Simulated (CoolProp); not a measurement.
Vapour-liquid equilibrium of diethyl ether (1) + acetone (2) at 405.5 K; x and y are mole fractions of (1).

Computed with CoolProp (multi-fluid Helmholtz-energy mixture model, Thol 2014 and Lemmon 2006; pair parameters Bell 2016).

```tsv
x	bubble pressure (MPa)	y at the bubble point	dew pressure at overall composition x (MPa)	liquid density (mol/L)
0.05	0.8379	0.088	0.8189	10.90
0.2	0.9612	0.306	0.8978	10.19
0.35	1.070	0.470	0.9890	9.538
0.5	1.159	0.600	1.090	8.947
0.65	1.226	0.713	1.190	8.422
0.8	1.272	0.824	1.264	7.968
0.95	1.290	0.950	1.290	7.590
```

No azeotrope shows between x = 0.05 and 0.95.

Pair parameters are fitted to limited data, so mixtures are less certain than the pure fluids.
